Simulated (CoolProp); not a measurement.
A Linde-Hampson liquefier for dry air: isothermal reversible compression at 200 K from 1 atm to 30 MPa, throttling to 1 atm, return gas leaving the recuperator 0 K below the feed. Each further row changes one setting.

Model: reference Helmholtz-energy equation of state, Lemmon 2000, in CoolProp. It is a pseudo-pure fit of the blend.

```
case                        liquid yield per pass  compression work (kJ/kg of gas)
--------------------------  ---------------------  -------------------------------
as stated                                     ___                              305
high pressure 60 MPa                        0.257                              ___
warm-end temperature 230 K                    ___                              363
warm-end gap 5 K                              ___                              305
```

What belongs in the gaps?


- as stated, liquid yield per pass: 0.279
- high pressure 60 MPa, compression work (kJ/kg of gas): 356
- warm-end temperature 230 K, liquid yield per pass: 0.203
- warm-end gap 5 K, liquid yield per pass: 0.268
